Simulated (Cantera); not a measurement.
A Cantera script and what it prints.

```python
import numpy as np
import cantera as ct

gas_names = """
    H HO2 H2 H2O H2O2 Nb NbO NbO2 O OH O2 O3
""".split()
cond_names = """
    H2O(s) H2O(L) Nb(cr) Nb(L) NbO(s) NbO(L) NbO2(I) NbO2(II) NbO2(III) NbO2(L) Nb2O5(s) Nb2O5(L)
""".split()


def load(file, names, dense=False):
    # The tables refer to 1 bar. Condensed volumes are neglected.
    table = {s.name: s for s in ct.Species.list_from_file(file)}
    out = []
    for n in names:
        d = dict(table[n].input_data)
        d["thermo"] = dict(d["thermo"], **{"reference-pressure": 1e5})
        if dense:
            d["equation-of-state"] = {"model": "constant-volume", "density": "1e6 g/cm^3"}
        out.append(ct.Species.from_dict(d))
    return out


gas = ct.Solution(thermo="ideal-gas", species=load("nasa_gas.yaml", gas_names))
cond = {s.name: ct.Solution(thermo="fixed-stoichiometry", species=[s], name=s.name)
        for s in load("nasa_condensed.yaml", cond_names, dense=True)}
atoms = {
    'Nb2O5': {'Nb': 2, 'O': 5},
    'H2': {'H': 2},
    'H2O': {'H': 2, 'O': 1},
}
top_T = {}  # K; cautious upper limits of use, not melting points


def equilibrate(T, P, feed):
    n = {}
    for name, mol in feed.items():
        for a, k in atoms[name].items():
            n[a] = n.get(a, 0.0) + k * mol
    gas.TPX = T, P, n
    mass = sum(n.values()) * gas.mean_molecular_weight
    gas.equilibrate("TP")
    valid = [c for c in cond.values() if c.min_temp <= T <= top_T.get(c.name, c.max_temp)]
    mix = ct.Mixture([(gas, mass / gas.mean_molecular_weight)] + [(c, 0.0) for c in valid])
    mix.T, mix.P = T, P
    mix.equilibrate("TP", solver="vcs", rtol=1e-11, max_steps=5000)
    return mix


results = []
feed = {'Nb2O5': 1, 'H2': 560, 'H2O': 0.34}  # mol
T = 2125  # K
P = 1000  # Pa
mix = equilibrate(T, P, feed)
results.append((T, P, feed, dict(zip(mix.species_names, mix.species_moles))))
x = sorted(zip(gas.X, gas.species_names), reverse=True)
print(f"T = {T:g} K  P = {P:g} Pa  gas = {mix.phase_moles(0):.4g} mol")
print("   x: " + "  ".join(f"{s} {v:.3e}" for v, s in x if v > 0.0001))
print("   condensed (mol): " + ("  ".join(f"{mix.phase(i).name} {mix.phase_moles(i):.4g}"
      for i in range(1, mix.n_phases) if mix.phase_moles(i) > 1e-12) or "none"))
```

It prints:

```
T = 2125 K  P = 1000 Pa  gas = 571.1 mol
   x: H2 9.585e-01  H 3.555e-02  H2O 4.962e-03  NbO2 8.636e-04  NbO 1.260e-04
   condensed (mol): NbO(s) 1.435
```

Method: chemical equilibrium by Gibbs-energy minimisation in Cantera with the NASA 1993 tables (ideal gas, pure condensed phases). NbO: taken at fixed stoichiometry.
